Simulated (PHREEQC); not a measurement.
## Ultrapure water in contact with air or piping

Model water analysis in mg/L, 25 °C, pH 6.97, pe 1.3:

| constituent | mg/L |
|---|---|
| Na | 0.015 |
| K | 0.0271 |
| Ca | 0.0162 |
| Mg | 0.00461 |
| Cl | 0.0448 |
| S(6) as SO4 | 0.0464 |
| Alkalinity as HCO3 | 0.0203 |
| Zn | 8.57e-05 |
| B | 1.75e-05 |
| Mn(2) | 0.00098 |
| Si as SiO2 | 8.78e-05 |
| F | 0.000193 |

Valence states are taken as typed.

Equilibrium calculation in PHREEQC: ion-association model, phreeqc.dat.

Each row changes one thing in this solution. Precipitation was switched off in this run.

| case | HCO3- (mol/kgw) | CO2 (mol/kgw) | CO3-2 (mol/kgw) | MgSO4 (mol/kgw) | ZnOH+ (mol/kgw) | SI of Quartz (SiO2) |
|---|---|---|---|---|---|---|
| as made | 3.45e-7 | 8.29e-8 | 1.52e-10 | 2.11e-11 | 1.32e-11 | -4.86 |
| Mn(2) from 0.00098 to 0.00196 mg/L | 3.45e-7 | 8.29e-8 | 1.52e-10 | 2.11e-11 | 1.32e-11 | -4.86 |
| temperature from 25 to 35 °C at the same typed pH | 2.44e-7 | 5.33e-8 | … | 2.70e-11 | … | -5.00 |
| pH from 6.97 to 7.27 at the same alkalinity | 1.97e-7 | … | … | 2.11e-11 | 2.59e-11 | -4.86 |

### Question
Complete the blanks.

### Answer

- temperature from 25 to 35 °C at the same typed pH, CO3-2 (mol/kgw): 1.28e-10
- temperature from 25 to 35 °C at the same typed pH, ZnOH+ (mol/kgw): 2.72e-11
- pH from 6.97 to 7.27 at the same alkalinity, CO2 (mol/kgw): 2.38e-8
- pH from 6.97 to 7.27 at the same alkalinity, CO3-2 (mol/kgw): 1.73e-10

SiF6-2 is the database's only silicon fluoride. Real BF4- forms and hydrolyses slowly; the run takes it at equilibrium.
